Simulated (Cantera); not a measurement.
Input: 1 mol V, 1 mol N₂, 30 mol H₂, held at 2700 K and 10.0 Torr.

These are equilibrium values from Cantera (NASA tables, ideal gas, pure condensed phases), not measurements of a reactor. Candidate condensed phases: V, VN; 11 gas species. Rates play no part.

Base state: H₂ 0.576, H 0.373, V 0.0254, N₂ 0.0254 (mole fractions); condensed: gas only.

Task: What changes in the equilibrium state with this change: temperature from 2700 K to 1200 K?

Result: 
```json
[
 {"species": "H₂", "before": "0.576", "after": "0.984"},
 {"species": "N₂", "before": "0.0254", "after": "0.0164"},
 {"species": "H", "before": "0.373", "after": "1.70e-6"},
 {"species": "V", "before": "0.0254", "after": "<1e-9"},
 {"species": "VN(s), mol", "before": "0", "after": "1.00"}
]
```
VN: taken at fixed stoichiometry. Condensed phases not in the tables: V₂N.

Task: What changes in the equilibrium state with this change: V replaced by Zr?

Result: 
| species | before | after |
|---|---|---|
| H₂ | 0.576 | 0.603 |
| H | 0.373 | 0.382 |
| N₂ | 0.0254 | 0.0136 |
| V | 0.0254 | 0 |
| Zr | 0 | 0.000698 |
| ZrN(s), mol | 0 | 0.974 |
ZrN: taken at fixed stoichiometry. Further candidate phases: Zr, ZrN.
